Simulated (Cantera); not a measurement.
Diamond growth

A diamond (100) surface in a fixed gas of H2 with x(CH4) = 0.0039, x(H) = 0.0086, x(CH3) = 1e-05, at 1025 K; coverages are run to steady state.

Model: the Harris–Goodwin 1993 mechanism for the reconstructed diamond (100) surface, integrated in Cantera.

```json
[
 {"P (Pa)": "490", "growth (µm/h)": "0.0208", "θ c6HH": "0.574", "θ c6H*": "0.0206", "θ c6*H": "0.393", "θ c6**": "0.0116", "θ c6HM": "0.000405"},
 {"P (Pa)": "880", "growth (µm/h)": "0.0426", "θ c6HH": "0.574", "θ c6H*": "0.0206", "θ c6*H": "0.393", "θ c6**": "0.0116", "θ c6HM": "0.000466"},
 {"P (Pa)": "1600", "growth (µm/h)": "0.0844", "θ c6HH": "0.574", "θ c6H*": "0.0206", "θ c6*H": "0.393", "θ c6**": "0.0116", "θ c6HM": "0.000508"},
 {"P (Pa)": "2800", "growth (µm/h)": "0.155", "θ c6HH": "0.574", "θ c6H*": "0.0206", "θ c6*H": "0.393", "θ c6**": "0.0116", "θ c6HM": "0.000534"},
 {"P (Pa)": "5000", "growth (µm/h)": "0.285", "θ c6HH": "0.574", "θ c6H*": "0.0206", "θ c6*H": "0.393", "θ c6**": "0.0116", "θ c6HM": "0.000551"},
 {"P (Pa)": "9000", "growth (µm/h)": "0.522", "θ c6HH": "0.574", "θ c6H*": "0.0207", "θ c6*H": "0.393", "θ c6**": "0.0116", "θ c6HM": "0.000560"},
 {"P (Pa)": "16000", "growth (µm/h)": "0.937", "θ c6HH": "0.574", "θ c6H*": "0.0208", "θ c6*H": "0.393", "θ c6**": "0.0116", "θ c6HM": "0.000566"},
 {"P (Pa)": "29000", "growth (µm/h)": "1.71", "θ c6HH": "0.574", "θ c6H*": "0.0211", "θ c6*H": "0.392", "θ c6**": "0.0116", "θ c6HM": "0.000570"}
]
```
θ: site fractions in the mechanism's names (c6HH fully hydrogenated, c6H* and c6*H radical sites, c6** diradical, c6HM methylated).
